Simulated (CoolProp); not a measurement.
Vapour-liquid equilibrium of 1-butene (1) + n-butane (2) at -38.75 °C; x and y are mole fractions of (1).

The numbers come from the multi-fluid Helmholtz-energy mixture model, Lemmon 2005 and Bücker 2006; pair parameters Bell 2016 in CoolProp.

Task: Give the bubble pressure and the first vapour's composition at x = 0.35, 0.425, 0.575. Is there an azeotrope?

Result: x = 0.35: 0.02006 MPa, y = 0.417; x = 0.425: 0.02050 MPa, y = 0.495; x = 0.575: 0.02134 MPa, y = 0.638. No azeotrope shows between x = 0.05 and 0.95.

The pair parameters rest on a limited set of measurements; away from them the model extrapolates.
